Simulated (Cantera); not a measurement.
Input: 1 mol C2F6, 0.43 mol Si, held at 1473 K and 31.0 mbar.

Method: chemical equilibrium by Gibbs-energy minimisation in Cantera with the NASA 1993 tables (ideal gas, pure condensed phases). Candidate condensed phases: C, Si, SiC; 23 gas species. The feed counts by its element totals alone. Gases not in the tables: C2F6 and larger saturated fluorocarbons. Equilibrium is a limit: real reactors are often held back by kinetics, nucleation or transport.

Base state: CF4 0.713, SiF4 0.287, CF2 0.000136, CF3 4.16e-5, F 1.54e-5 (mole fractions); condensed: C(graphite).

Problem. What changes in the equilibrium state with this change: 0.0017 mol HCl added?

Solution. 
| species | before | after |
|---|---|---|
| CF4 | 0.713 | 0.711 |
| SiF4 | 0.287 | 0.286 |
| HF | 0 | 0.00113 |
| Cl | 0 | 0.000946 |
| CClF3 | 0 | 0.000159 |
| Cl2 | 0 | 1.18e-5 |
| C(graphite), mol | 0.930 | 0.930 |
Further candidate phases: C6H6, C7H8, C8H18.

Problem. What changes in the equilibrium state with this change: Si from 0.43 to 0.0074 mol?

Solution. 
```
species             before     after
----------------  --------  --------
CF4                  0.713     0.995
SiF4                 0.287   0.00493
CF2               0.000136  0.000161
CF3                4.16e-5   5.34e-5
F                  1.54e-5   1.67e-5
C(graphite), mol     0.930     0.507
```
